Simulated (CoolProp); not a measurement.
R236EA along the isobar 2.49 MPa: Z from the reference equation and from simpler models built on Tc = 139.3 °C, pc = 3.414 MPa, ω = 0.368; each cubic takes its own stable root.

Computed with CoolProp (reference Helmholtz-energy equation of state, Rui 2013).

| T (°C) | phase | reference | van der Waals | Soave-Redlich-Kwong |
|---|---|---|---|---|
| 23.65 | liquid | 0.1066 | 0.1765 | 0.1165 |
| 32.55 | liquid | 0.1055 | 0.1747 | 0.1156 |
| 41.35 | liquid | 0.1047 | 0.1732 | 0.1149 |
| 50.25 | liquid | 0.1041 | 0.1722 | 0.1147 |
| 59.15 | liquid | 0.1037 | 0.1717 | 0.1148 |
| 67.95 | liquid | 0.1036 | 0.1718 | 0.1154 |
| 76.85 | liquid | 0.1039 | 0.1727 | 0.1166 |
| 85.65 | liquid | 0.1045 | 0.1744 | 0.1185 |
| 94.55 | liquid | 0.1057 | 0.1776 | 0.1214 |
| 103.45 | liquid | 0.1077 | 0.1833 | 0.1257 |
| 112.25 | liquid | 0.1109 | 0.6164 | 0.1326 |
| 121.15 | liquid | 0.1171 | 0.6578 | 0.1455 |
| 129.95 | gas | 0.6240 | 0.6892 | 0.6366 |
| 138.85 | gas | 0.6755 | 0.7151 | 0.6830 |

At some of these states van der Waals gives the other phase, because its saturation line lies elsewhere.
